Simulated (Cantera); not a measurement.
Charge: 1 mol CH₃SiCl₃, 0.058 mol C₂H₂, 970 mol H₂, equilibrated at 1573 K and 1900 Pa.

These are equilibrium values from Cantera (NASA tables, ideal gas, pure condensed phases), not measurements of a reactor. Candidate condensed phases: C, C₆H₆, C₇H₈, C₈H₁₈, Si, SiC; 109 gas species. The feed counts by its element totals alone. The numbers say what is thermodynamically allowed, not how fast it happens.

Base state: H₂ 0.997, HCl 0.00308, H 0.000294, CH₄ 3.46e-5, C₂H₂ (acetylene) 2.06e-5 (mole fractions); condensed: C(graphite) + SiC(s).

Problem. What changes in the equilibrium state with this change: temperature from 1573 K to 1400 K?

Solution. 
| species | before | after |
|---|---|---|
| H₂ | 0.997 | 0.997 |
| HCl | 0.00308 | 0.00308 |
| CH₄ | 3.46e-5 | 8.15e-5 |
| H | 0.000294 | 3.52e-5 |
| C₂H₂ (acetylene) | 2.06e-5 | 2.51e-6 |
| C(graphite), mol | 0.0423 | 0.0318 |
| SiC(s), mol | 1.000 | 1.000 |
